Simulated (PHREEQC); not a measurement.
A solution holds 0.0061 mol/kgw Cu(NO3)2, 0.00015 mol/kgw H2SO4 and 0.00023 mol/kgw FeCl3, at 25 °C. Closed to the air; pH follows from the charge balance.

All values are PHREEQC results (ion-association model, wateq4f.dat), not measurements.

No solid was allowed to form.

### Question
Estimate the pH.

### Answer
pH 3.30.

### Question
In which forms is Fe present?

### Answer
FeOH+2 61 %, Fe(OH)2+ 27 %, Fe+3 8.0 %, FeSO4+ 2.0 %, Fe2(OH)2+4 1.4 % of the Fe.

The solution is supersaturated, for example in Hematite (slow to form), Goethite (slow to form), so a real one may precipitate; this is no full list.
